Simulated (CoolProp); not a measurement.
Values from CoolProp's reference Helmholtz-energy equation of state, Thol 2018.

### Question
Give the vapour pressure (MPa), vapour density (kg/m³), enthalpy of vaporisation (kJ/kg) of saturated hydrogen chloride at -2.35, 1.55 °C.

### Answer
| T (°C) | p (MPa) | vapour density (kg/m³) | enthalpy of vaporisation (kJ/kg) |
|---|---|---|---|
| -2.35 | 2.43 | 52.1 | 317 |
| 1.55 | 2.70 | 58.2 | 308 |
